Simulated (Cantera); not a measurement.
An isothermal, constant-pressure homogeneous reactor starts with 87.7 % N₂O, 12.3 % O₂, at 1123 K and 1.01 bar.

Detailed kinetics in Cantera: GRI-Mech 3.0 (53 species, 325 reactions). GRI-Mech 3.0 was tuned for natural gas; its chemistry of N2O as a main component is partial and can be far from experiment. The mechanism lacks the step 2 NO + O2 → 2 NO2, which can matter for NO2 below about 1400 K. The temperature is held fixed by assumption; the heat of reaction is taken as removed at once.

x: mole fraction; the columns are a selection and need not sum to one.

```json
[
 {"t (s)": "0.000100", "x N₂O": "0.877", "x O₂": "0.123", "x NO": "7.48e-7", "x N₂": "9.95e-6", "x NO₂": "1.02e-11", "x O": "4.75e-7"},
 {"t (s)": "0.000439", "x N₂O": "0.877", "x O₂": "0.123", "x NO": "3.52e-6", "x N₂": "4.51e-5", "x NO₂": "2.28e-10", "x O": "4.75e-7"},
 {"t (s)": "0.00192", "x N₂O": "0.877", "x O₂": "0.123", "x NO": "1.57e-5", "x N₂": "0.000199", "x NO₂": "4.44e-9", "x O": "4.75e-7"},
 {"t (s)": "0.00843", "x N₂O": "0.876", "x O₂": "0.123", "x NO": "6.89e-5", "x N₂": "0.000875", "x NO₂": "8.15e-8", "x O": "4.75e-7"},
 {"t (s)": "0.0370", "x N₂O": "0.871", "x O₂": "0.124", "x NO": "0.000300", "x N₂": "0.00382", "x NO₂": "1.28e-6", "x O": "4.74e-7"},
 {"t (s)": "0.162", "x N₂O": "0.853", "x O₂": "0.130", "x NO": "0.00129", "x N₂": "0.0165", "x NO₂": "1.25e-5", "x O": "4.69e-7"},
 {"t (s)": "0.711", "x N₂O": "0.777", "x O₂": "0.151", "x NO": "0.00517", "x N₂": "0.0674", "x NO₂": "6.45e-5", "x O": "4.48e-7"},
 {"t (s)": "3.12", "x N₂O": "0.540", "x O₂": "0.217", "x NO": "0.0165", "x N₂": "0.226", "x NO₂": "0.000218", "x O": "…"},
 {"t (s)": "13.7", "x N₂O": "0.169", "x O₂": "0.323", "x NO": "0.0301", "x N₂": "0.477", "x NO₂": "0.000408", "x O": "…"},
 {"t (s)": "60.0", "x N₂O": "0.00640", "x O₂": "0.372", "x NO": "0.0315", "x N₂": "0.589", "x NO₂": "0.000594", "x O": "…"}
]
```

Task: Fill in the missing entries.

Result: 
- 3.12, x O: 3.68e-7
- 13.7, x O: 1.76e-7
- 60.0, x O: 1.15e-8
